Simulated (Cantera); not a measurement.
Thermodynamics of carbon deposition, reforming and gasification, feed C₃H₈ + CO₂ + H₂

Feed: 1 mol C₃H₈, 0.063 mol CO₂, 0.4 mol H₂, equilibrated at 48000 Pa.

These are equilibrium values from Cantera (NASA tables, ideal gas, pure condensed phases), not measurements of a reactor. Candidate condensed phases: C, C₆H₆, C₇H₈, C₈H₁₈, H₂O; 131 gas species. Ions and electrons are included (thermal ionisation). Rates play no part.

```
T (K)  log p H  log p H₂  log p C  log p C₃  log p C₂H₂ (acetylene)  log p C₂H  log p C₂  log p CO  n C(graphite)
-----  -------  --------  -------  --------  ----------------------  ---------  --------  --------  -------------
3000     -1.03     -0.46    -4.30     -3.51                   -1.66      -3.00     -4.50     -1.92           2.42
3250     -0.78     -0.58    -3.34     -2.44                   -1.50      -2.32     -3.41     -1.96           1.86
3500     -0.64     -0.81    -2.54     -1.56                   -1.50      -1.82     -2.50     -2.05              0
3750     -0.51     -1.03    -2.07     -1.49                   -1.98      -1.86     -2.18     -2.12              0
4000     -0.45     -1.31    -1.70     -1.55                   -2.57      -2.02     -1.97     -2.18              0
4250     -0.43     -1.63    -1.40     -1.70                   -3.21      -2.25     -1.85     -2.22              0
4500     -0.43     -1.94    -1.19     -1.97                   -3.92      -2.58     -1.84     -2.25              0
4750     -0.44     -2.24    -1.05     -2.39                   -4.68      -2.99     -1.95     -2.27              0
5000     -0.44     -2.51    -0.99     -2.92                   -5.46      -3.46     -2.15     -2.28              0
```
log p: log10 of the partial pressure in bar; n: condensed amount in mol.

From 3000 K to 3250 K the condensed part is C(graphite). From 3500 K to 5000 K nothing is condensed. The main C-bearing gas is C₂H₂ (acetylene) at 3000 K and C at 5000 K.
